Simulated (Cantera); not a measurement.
**NO annealing gas**

A perfectly stirred reactor is fed with 40.0 % NO, 60.0 % N2, at 180000 Pa; it is held at 1900 K, and followed from long to short residence time.

Computed with Cantera and GRI-Mech 3.0 (53 species, 325 reactions).

```
τ (s)      x NO    x N2O   x N2      x O2      x O     x NO2
-------  ------  -------  -----  --------  -------  --------
11       0.0773  3.00e-6  0.761     0.161  9.02e-5  0.000187
3.6       0.142  9.22e-6  0.729     0.129  8.11e-5  0.000307
1.2       0.226  2.32e-5  0.687    0.0866  6.74e-5  0.000406
0.42      0.304  4.22e-5  0.648    0.0475  5.14e-5  0.000414
0.15      0.357  5.84e-5  0.622    0.0213  3.70e-5  0.000345
0.050     0.384  6.78e-5  0.608   0.00776  2.64e-5  0.000261
0.017     0.394  7.05e-5  0.603   0.00263  2.09e-5  0.000209
0.0058    0.398  6.83e-5  0.601  0.000825  1.78e-5  0.000178
0.0020    0.399  6.02e-5  0.600  0.000218  1.50e-5  0.000147
0.00068   0.400  4.39e-5  0.600   3.56e-5  1.02e-5   9.50e-5
```
x: mole fraction; the columns are a selection and need not sum to one.
